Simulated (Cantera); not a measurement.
An adiabatic, constant-volume homogeneous reactor starts with CH4 : CO : O2 : N2 = 1 : 0.93 : 1.3 : 5.06 (molar parts), at 1175 K and 750 Torr. Integrator tolerance rtol = 1e-08.

Cantera simulation using GRI-Mech 3.0 (53 species, 325 reactions); the numbers are that mechanism's predictions, not measurements.

Question: What does this change do: constant pressure in place of constant volume?

Answer: 
```json
[
 {"quantity": "time of steepest temperature rise", "before": "0.155 s", "after": "0.172 s"},
 {"quantity": "temperature at 0.800 s", "before": "2674 K", "after": "2397 K"},
 {"quantity": "equilibrium temperature", "before": "2674 K", "after": "2397 K"},
 {"quantity": "x(CH4) at 0.800 s", "before": "7.72e-12 (gas-phase equilibrium 8.73e-12)", "after": "4.20e-12 (gas-phase equilibrium 4.71e-12)"},
 {"quantity": "x(CO) at 0.800 s", "before": "0.172 (gas-phase equilibrium 0.172)", "after": "0.170 (gas-phase equilibrium 0.170)"},
 {"quantity": "x(O2) at 0.800 s", "before": "0.000172 (gas-phase equilibrium 0.000172)", "after": "2.94e-5 (gas-phase equilibrium 2.94e-5)"},
 {"quantity": "x(H2O) at 0.800 s", "before": "0.131 (gas-phase equilibrium 0.131)", "after": "0.132 (gas-phase equilibrium 0.132)"},
 {"quantity": "x(C2H4) at 0.800 s", "before": "<1e-12 (gas-phase equilibrium <1e-12)", "after": "<1e-12 (gas-phase equilibrium <1e-12)"},
 {"quantity": "x(CH2) at 0.800 s", "before": "3.10e-12 (gas-phase equilibrium 3.31e-12)", "after": "<1e-12 (gas-phase equilibrium <1e-12)"},
 {"quantity": "x(NO2) at 0.800 s", "before": "2.50e-8 (gas-phase equilibrium 2.50e-8)", "after": "2.24e-9 (gas-phase equilibrium 2.24e-9)"}
]
```
